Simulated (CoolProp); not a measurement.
Properties of trans-2-butene along the isotherm 394.9 K (Tc = 428.6 K, pc = 4019 kPa, ω = 0.210).

Computed with CoolProp (reference Helmholtz-energy equation of state, Lemmon 2005). It is a short technical equation, of lower accuracy than the large ones.

| p (kPa) | phase | speed of sound (m/s) | Joule-Thomson coefficient (K/MPa) | fugacity coefficient |
|---|---|---|---|---|
| 155 | gas | 248.1 | 11.59 | 0.9825 |
| 309 | gas | 244.2 | 11.85 | 0.9652 |
| 464 | gas | 240.2 | 12.14 | 0.9479 |
| 618 | gas | 236.0 | … | 0.9307 |
| 773 | gas | 231.6 | 12.81 | 0.9134 |
| 927 | gas | 227.0 | 13.18 | … |
| 1080 | gas | 222.2 | … | 0.8792 |
| 1240 | gas | 216.9 | 14.09 | 0.8614 |
| 1390 | gas | 211.7 | 14.60 | 0.8446 |
| 1550 | gas | 205.7 | … | 0.8267 |
| 1700 | gas | 199.6 | … | 0.8099 |
| 1850 | gas | 193.0 | … | 0.7929 |
| 2010 | gas | 185.2 | 17.72 | 0.7747 |

### Question
Some entries are withheld; supply them.

### Answer

- 618, Joule-Thomson coefficient (K/MPa): 12.46
- 927, fugacity coefficient: 0.8962
- 1080, Joule-Thomson coefficient (K/MPa): 13.60
- 1550, Joule-Thomson coefficient (K/MPa): 15.23
- 1700, Joule-Thomson coefficient (K/MPa): 15.91
- 1850, Joule-Thomson coefficient (K/MPa): 16.70
